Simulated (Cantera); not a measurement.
Input (Python, Cantera) and output of one run.

```python
import numpy as np
import cantera as ct

gas_names = """
    O2 N2
""".split()
cond_names = """
    Zr(b) ZrN(s) ZrO2(a)
""".split()


# ... load() reads the species with a 1 bar reference pressure and builds the phases ...
species = {s.name: s for s in load("nasa_gas.yaml", gas_names) + load("nasa_condensed.yaml", cond_names)}
T = 1350
g = {n: (s.thermo.h(T) - T * s.thermo.s(T)) / (ct.gas_constant * T * np.log(10)) for n, s in species.items()}
valid = cond_names  # the entries whose range holds T


def stable(la, lb):
    # potentials (over RT ln 10) of the two non-metals from log10 p(O2) and log10 p(N2) in bar
    mu = {}
    mu["O"] = (g["O2"] + la) / 2
    mu["N"] = (g["N2"] + lb) / 2
    cost = {}
    for n in valid:
        c = species[n].composition
        cost[n] = (g[n] - sum(c.get(e, 0) * m for e, m in mu.items())) / c["Zr"]
    return min(cost, key=cost.get)


results = []
for lb in [1, -0.6, -2.2, -3.8, -5.4, -7, -8.6, -10.2, -11.8, -13.4, -15]:
    row = [stable(la, lb) for la in [-29, -27.1, -25.1, -23.2, -21.3, -19.3, -17.4, -15.5, -13.5, -11.6, -9.7, -7.7, -5.8, -3.9, -1.9, 0]]
    results.append(row)
    print(f"{lb:6.1f}  " + " ".join(f"{valid.index(n):x}" for n in row))
print("key: " + ", ".join(f"{i:x} {n}" for i, n in enumerate(valid)))
```

Output:

```
   1.0  1 1 1 1 2 2 2 2 2 2 2 2 2 2 2 2
  -0.6  1 1 1 2 2 2 2 2 2 2 2 2 2 2 2 2
  -2.2  1 1 1 2 2 2 2 2 2 2 2 2 2 2 2 2
  -3.8  1 1 2 2 2 2 2 2 2 2 2 2 2 2 2 2
  -5.4  1 1 2 2 2 2 2 2 2 2 2 2 2 2 2 2
  -7.0  1 1 2 2 2 2 2 2 2 2 2 2 2 2 2 2
  -8.6  1 2 2 2 2 2 2 2 2 2 2 2 2 2 2 2
 -10.2  1 2 2 2 2 2 2 2 2 2 2 2 2 2 2 2
 -11.8  2 2 2 2 2 2 2 2 2 2 2 2 2 2 2 2
 -13.4  2 2 2 2 2 2 2 2 2 2 2 2 2 2 2 2
 -15.0  2 2 2 2 2 2 2 2 2 2 2 2 2 2 2 2
key: 0 Zr(b), 1 ZrN(s), 2 ZrO2(a)
```

Standard-state values (1 bar) from the NASA 1993 polynomials, evaluated with Cantera. ZrN: taken at fixed stoichiometry.
